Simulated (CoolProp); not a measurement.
Properties of n-perfluorobutane at several states (Tc = 113.2 °C, pc = 2322 kPa, ω = 0.372).

The numbers come from the reference Helmholtz-energy equation of state, Gao 2022 in CoolProp.

| T (°C) | p (kPa) | phase | Z | cv (kJ/(kg K)) | speed of sound (m/s) | Joule-Thomson coefficient (K/MPa) | isothermal compressibility (1/MPa) |
|---|---|---|---|---|---|---|---|
| 136.25 | 11.1 | gas | 0.9987 | 0.9231 | 121.7 | 6.065 | 90.20 |
| -63.85 | 71.3 | liquid | 0.005391 | 0.7791 | 667.1 | -0.3218 | 0.001648 |
| -70.25 | 191 | liquid | 0.01471 | 0.7707 | 686.3 | -0.3275 | 0.001545 |
